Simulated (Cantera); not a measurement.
A Cantera script and what it prints.

```python
import numpy as np
import cantera as ct

gas_names = """
    C CO CO2 C2 C2O C3 C3O2 C4 C5 O O2 O3 Ti TiO TiO2
""".split()
cond_names = """
    C(gr) Ti(a) Ti(b) Ti(L) TiC(s) TiC(L) TiO(a) TiO(b) TiO(L) TiO2(ru) TiO2(L) Ti2O3(a) Ti2O3(b)
    Ti2O3(L) Ti3O5(a) Ti3O5(b) Ti3O5(L) Ti4O7(s) Ti4O7(L)
""".split()


def load(file, names, dense=False):
    # The tables refer to 1 bar. Condensed volumes are neglected.
    table = {s.name: s for s in ct.Species.list_from_file(file)}
    out = []
    for n in names:
        d = dict(table[n].input_data)
        d["thermo"] = dict(d["thermo"], **{"reference-pressure": 1e5})
        if dense:
            d["equation-of-state"] = {"model": "constant-volume", "density": "1e6 g/cm^3"}
        out.append(ct.Species.from_dict(d))
    return out


gas = ct.Solution(thermo="ideal-gas", species=load("nasa_gas.yaml", gas_names))
cond = {s.name: ct.Solution(thermo="fixed-stoichiometry", species=[s], name=s.name)
        for s in load("nasa_condensed.yaml", cond_names, dense=True)}
atoms = {
    'Ti': {'Ti': 1},
    'O2': {'O': 2},
    'CO': {'C': 1, 'O': 1},
}
top_T = {'C(gr)': 4500}  # K; cautious upper limits of use, not melting points


def equilibrate(T, P, feed):
    n = {}
    for name, mol in feed.items():
        for a, k in atoms[name].items():
            n[a] = n.get(a, 0.0) + k * mol
    gas.TPX = T, P, n
    mass = sum(n.values()) * gas.mean_molecular_weight
    gas.equilibrate("TP")
    valid = [c for c in cond.values() if c.min_temp <= T <= top_T.get(c.name, c.max_temp)]
    mix = ct.Mixture([(gas, mass / gas.mean_molecular_weight)] + [(c, 0.0) for c in valid])
    mix.T, mix.P = T, P
    mix.equilibrate("TP", solver="vcs", rtol=1e-11, max_steps=5000)
    return mix


results = []
feed = {'Ti': 1, 'O2': 0.0011, 'CO': 3.4}  # mol
P = 101325  # Pa
for T in [1425, 1475, 1525, 1575, 1625, 1675, 1725, 1775, 1825, 1875, 1925, 1975]:
    mix = equilibrate(T, P, feed)
    results.append((T, P, feed, dict(zip(mix.species_names, mix.species_moles))))

top = {s: max(r[3][s] / sum(r[3][g] for g in gas_names) for r in results) for s in gas_names}
cols = sorted((s for s in top if top[s] > 1e-05), key=lambda s: -top[s])[:9]
seen = [c for c in cond_names if any(r[3].get(c, 0) > 1e-12 for r in results)]
print("log10 of partial pressures in bar; condensed amounts in mol")
print(f"{'T/K':>10s}" + "".join(f"{s[:9]:>10s}" for s in cols + seen))
for T, P, feed, n in results:
    ng = sum(n[g] for g in gas_names)
    print(f"{T:10.4g}" + "".join(f"{np.log10(max(n[s] / ng * P / 1e5, 1e-99)):10.3f}" for s in cols)
          + "".join(f"{n.get(c, 0):10.4g}" for c in seen))
```

Result:

```
log10 of partial pressures in bar; condensed amounts in mol
       T/K        CO       CO2     C(gr)    TiC(s)  Ti2O3(b)  Ti3O5(b)  Ti4O7(s)
      1425     0.005    -2.864      1.75         0         0         0      0.25
      1475     0.005    -3.070     1.666         0         0    0.3333         0
      1525     0.005    -3.261     1.665         0         0    0.3333         0
      1575     0.006    -3.440     1.665         0         0    0.3333         0
      1625     0.006    -3.554         0    0.6245         0    0.1252         0
      1675     0.006    -3.559         0    0.5994    0.2003         0         0
      1725     0.006    -3.569         0    0.5994    0.2003         0         0
      1775     0.006    -3.578         0    0.5994    0.2003         0         0
      1825     0.006    -3.587         0    0.5994    0.2003         0         0
      1875     0.006    -3.595         0    0.5994    0.2003         0         0
      1925     0.006    -3.603         0    0.5994    0.2003         0         0
      1975     0.006    -3.610         0    0.5994    0.2003         0         0
```

Method: chemical equilibrium by Gibbs-energy minimisation in Cantera with the NASA 1993 tables (ideal gas, pure condensed phases). Mutual solubility and eutectic melting of coexisting phases are not modelled. TiC: taken at fixed stoichiometry. Condensed phases not in the tables: Magnéli phases beyond Ti4O7.
